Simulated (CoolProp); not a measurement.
Vapour pressure (MPa) of hydrogen sulfide: the reference equation beside estimates from Tc = 373.1 K, pc = 8.999 MPa, ω = 0.101.

Model: reference Helmholtz-energy equation of state, Lemmon 2006, in CoolProp. It is a short technical equation, of lower accuracy than the large ones.

```
T (K)  reference  van der Waals  Soave-Redlich-Kwong  Peng-Robinson
-----  ---------  -------------  -------------------  -------------
216.9     0.1239         0.6498               0.1224         0.1262
225.8     0.1873         0.8215               0.1855         0.1896
234.8     0.2746          1.024               0.2726         0.2767
243.7     0.3889          1.255               0.3869         0.3904
252.7     0.5379          1.521               0.5365         0.5387
261.6     0.7241          1.819               0.7238         0.7239
270.6     0.9573          2.156               0.9592         0.9562
279.5      1.238          2.528                1.244          1.237
288.5      1.580          2.942                1.590          1.578
297.4      1.981          3.392                1.997          1.980
306.4      2.456          3.890                2.481          2.457
315.3      3.002          4.424                3.037          3.007
324.3      3.638          5.009                3.685          3.650
```

Absolute difference from the reference over all 13 rows, mean and median: van der Waals 163.3 and 125.2 %, Soave-Redlich-Kwong 0.7 and 0.7 %, Peng-Robinson 0.4 and 0.1 %.
